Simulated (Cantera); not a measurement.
Input (Python, Cantera):

```python
import numpy as np
import cantera as ct

gas = ct.Solution("gri30.yaml")
gas.TPX = 650, 120000, {'CH4': 1, 'H2': 0.21, 'O2': 2.39, 'N2': 8.99, 'CO2': 2.4}
inlet = ct.Reservoir(gas, clone=True)
gas.equilibrate("HP")  # start burning
reactor = ct.IdealGasConstPressureReactor(gas, energy="on", clone=False)
exhaust = ct.Reservoir(gas, clone=True)
tau = [0.11, 0.032, 0.0098, 0.003, 0.0009, 0.00027, 8.2e-05, 2.5e-05, 7.5e-06][0]
for a, b in ((inlet, reactor), (reactor, exhaust)):
    ct.MassFlowController(a, b, mdot=lambda t: reactor.mass / tau)
net = ct.ReactorNet([reactor])
show = ['CH4', 'H2', 'O2', 'NO', 'NO2', 'CH2CO', 'C2H2']

rows = []
print(f"{'tau/s':>10s}{'T/K':>9s}" + "".join(f"{s:>11s}" for s in show))
for tau in [0.11, 0.032, 0.0098, 0.003, 0.0009, 0.00027, 8.2e-05, 2.5e-05, 7.5e-06]:
    net.initial_time = 0.0
    net.advance(30 * tau)
    before = gas.X
    net.advance(40 * tau)
    drift = np.max(np.abs(gas.X - before) / (gas.X + 1e-9))
    rows.append([gas.T, *gas[show].X, drift])
    print(f"{tau:10.3e}{gas.T:9.1f}" + "".join(f"{x:11.3e}" for x in gas[show].X))
```

Output:

```
     tau/s      T/K        CH4         H2         O2         NO        NO2      CH2CO       C2H2
 1.100e-01   2011.4  4.858e-06  6.044e-04  2.092e-02  1.598e-04  9.364e-08  1.053e-09  7.321e-10
 3.200e-02   1988.0  1.200e-05  1.003e-03  2.232e-02  8.814e-05  5.001e-08  4.299e-09  2.609e-09
 9.800e-03   1948.8  2.764e-05  1.693e-03  2.463e-02  5.475e-05  2.803e-08  1.428e-08  6.775e-09
 3.000e-03   1891.6  6.560e-05  2.747e-03  2.794e-02  3.566e-05  1.611e-08  4.117e-08  1.651e-08
 9.000e-04   1815.9  1.712e-04  4.214e-03  3.230e-02  2.319e-05  9.455e-09  1.189e-07  4.646e-08
 2.700e-04   1724.5  5.271e-04  6.170e-03  3.809e-02  1.332e-05  5.204e-09  4.539e-07  2.007e-07
 8.200e-05    650.0  6.671e-02  1.401e-02  1.594e-01  5.815e-19  9.353e-20  3.948e-18  1.602e-18
 2.500e-05    650.0  6.671e-02  1.401e-02  1.594e-01 -1.350e-21 -2.171e-22 -9.163e-21 -3.719e-21
 7.500e-06    650.0  6.671e-02  1.401e-02  1.594e-01 -8.249e-24 -1.327e-24 -5.600e-23 -2.273e-23
```

Computed with Cantera and GRI-Mech 3.0 (53 species, 325 reactions).
